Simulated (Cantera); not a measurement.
# Premixed flame

A freely propagating, adiabatic, planar premixed flame of H₂ : O₂ : N₂ = 1 : 0.649 : 2.21 (molar parts), equivalence ratio 0.77, unburnt at 700 K and 2.57 atm; mixture-averaged transport, grid criteria slope 0.08 and curve 0.16, no radiation.

Computed with Cantera and the H2/O2 subset of GRI-Mech 3.0, which has no nitrogen chemistry. The hydrogen kinetics of GRI-Mech 3.0 are dated; newer H2 mechanisms differ, most at raised pressure. Burning velocities carry a grid error of a few per cent, more on coarse grids.

```json
[
 {"z (mm)": "-0.410", "T (K)": "700", "u (m/s)": "8.92", "x H₂": "0.259", "x O₂": "0.168", "x O": "<1e-8", "x OH": "<1e-8", "x H₂O": "<1e-8", "x H": "<1e-8"},
 {"z (mm)": "-0.274", "T (K)": "700", "u (m/s)": "8.92", "x H₂": "0.259", "x O₂": "0.168", "x O": "<1e-8", "x OH": "<1e-8", "x H₂O": "<1e-8", "x H": "<1e-8"},
 {"z (mm)": "-0.205", "T (K)": "700", "u (m/s)": "8.92", "x H₂": "0.259", "x O₂": "0.168", "x O": "<1e-8", "x OH": "<1e-8", "x H₂O": "<1e-8", "x H": "<1e-8"},
 {"z (mm)": "-0.137", "T (K)": "700", "u (m/s)": "8.92", "x H₂": "0.259", "x O₂": "0.168", "x O": "1.16e-8", "x OH": "<1e-8", "x H₂O": "1.05e-6", "x H": "8.14e-8"},
 {"z (mm)": "-0.0684", "T (K)": "721", "u (m/s)": "9.11", "x H₂": "0.252", "x O₂": "0.169", "x O": "1.32e-5", "x OH": "5.89e-5", "x H₂O": "0.00107", "x H": "0.000159"},
 {"z (mm)": "-0.0342", "T (K)": "924", "u (m/s)": "11.4", "x H₂": "0.214", "x O₂": "0.164", "x O": "0.000510", "x OH": "0.00103", "x H₂O": "0.0215", "x H": "0.00433"},
 {"z (mm)": "0", "T (K)": "1348", "u (m/s)": "16.0", "x H₂": "0.124", "x O₂": "0.127", "x O": "0.00578", "x OH": "0.00501", "x H₂O": "0.103", "x H": "0.0232"},
 {"z (mm)": "0.0342", "T (K)": "1672", "u (m/s)": "19.6", "x H₂": "0.0526", "x O₂": "0.0770", "x O": "0.0132", "x OH": "0.0130", "x H₂O": "0.189", "x H": "0.0348"},
 {"z (mm)": "0.0684", "T (K)": "1843", "u (m/s)": "21.5", "x H₂": "0.0326", "x O₂": "0.0589", "x O": "0.0150", "x OH": "0.0178", "x H₂O": "0.219", "x H": "0.0312"},
 {"z (mm)": "0.137", "T (K)": "2020", "u (m/s)": "23.3", "x H₂": "0.0258", "x O₂": "0.0520", "x O": "0.0128", "x OH": "0.0205", "x H₂O": "0.235", "x H": "0.0215"},
 {"z (mm)": "0.274", "T (K)": "2185", "u (m/s)": "24.9", "x H₂": "0.0203", "x O₂": "0.0485", "x O": "0.00908", "x OH": "0.0209", "x H₂O": "0.249", "x H": "0.0124"},
 {"z (mm)": "0.547", "T (K)": "2323", "u (m/s)": "26.2", "x H₂": "0.0140", "x O₂": "0.0460", "x O": "0.00568", "x OH": "0.0190", "x H₂O": "0.263", "x H": "0.00605"},
 {"z (mm)": "1.09", "T (K)": "2420", "u (m/s)": "27.1", "x H₂": "0.00850", "x O₂": "0.0445", "x O": "0.00324", "x OH": "0.0158", "x H₂O": "0.275", "x H": "0.00258"}
]
```
x: mole fraction of selected species; z is measured from the peak of heat release.

laminar burning velocity: 892 cm/s
thermal thickness: 0.137 mm
peak x(O): 0.0150
peak x(OH): 0.0210
peak x(H): 0.0349
grid points: 120
